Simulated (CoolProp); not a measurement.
20 sccm (0 °C, 1 atm) of nitrogen bubbles through liquid methanol at 297.3 K and leaves saturated at a total pressure of 0.15 MPa (ideal gas phase). Each further row changes one setting.

Values from CoolProp's reference Helmholtz-energy equation of state, de Reuck 1993.

```csv
case,vapour pressure (kPa),mole fraction of vapour,delivery (mg/min),delivery (sccm),change of delivery for a bath 1 K warmer (%)
as stated,16.2,0.108,…,…,6.0
bath temperature 302.3 K,21.0,0.140,4.65,3.26,6.0
total pressure 0.3 MPa,16.2,0.0542,…,…,5.7
```

Q: What belongs in the gaps?

A: 
- as stated, delivery (mg/min): 3.47
- as stated, delivery (sccm): 2.43
- total pressure 0.3 MPa, delivery (mg/min): 1.64
- total pressure 0.3 MPa, delivery (sccm): 1.15
